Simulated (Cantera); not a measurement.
Premixed flame

A freely propagating, adiabatic, planar premixed flame of CH4 : O2 : N2 : H2O = 1 : 1.54 : 7.54 : 0.15 (molar parts), equivalence ratio 1.3, unburnt at 373 K and 0.700 bar; mixture-averaged transport, grid criteria slope 0.08 and curve 0.16, no radiation.

Detailed kinetics in Cantera: GRI-Mech 3.0 (53 species, 325 reactions). Burning velocities carry a grid error of a few per cent, more on coarse grids.

```csv
z (mm),T (K),u (m/s),x CH4,x O2,x CH2O,x N2O,x CO,x H2
-4.44,373,0.161,0.0975,0.150,6.44e-8,<1e-8,7.52e-6,0.00241
-2.96,380,0.165,0.0966,0.149,1.70e-6,<1e-8,0.000121,0.00657
-2.22,405,0.177,0.0945,0.147,1.28e-5,<1e-8,0.000667,0.0115
-1.48,542,0.239,0.0854,0.137,0.000119,<1e-8,0.00427,0.0198
-0.740,996,0.446,0.0546,0.0960,0.000591,<1e-8,0.0205,0.0302
-0.370,1349,0.609,0.0288,0.0586,0.000600,1.37e-8,0.0361,0.0352
0,1661,0.754,0.00667,0.0207,0.000230,1.78e-8,0.0507,0.0381
0.370,1782,0.808,0.000652,0.00412,4.10e-5,1.24e-8,0.0524,0.0380
0.740,1807,0.818,6.69e-5,0.000758,5.22e-6,<1e-8,0.0494,0.0384
1.48,1819,0.822,2.07e-6,8.79e-5,1.88e-7,<1e-8,0.0467,0.0395
2.96,1828,0.825,5.35e-8,3.83e-5,<1e-8,<1e-8,0.0460,0.0400
5.92,1836,0.828,<1e-8,1.69e-5,<1e-8,<1e-8,0.0461,0.0402
11.8,1842,0.831,<1e-8,5.58e-6,<1e-8,<1e-8,0.0463,0.0403
```
x: mole fraction of selected species; z is measured from the peak of heat release.

```
Quantity                      Value
------------------------  ---------
laminar burning velocity  16.1 cm/s
thermal thickness           1.48 mm
peak x(CH2O)               0.000664
peak x(CO)                   0.0530
peak x(H2)                   0.0404
grid points                     147
```
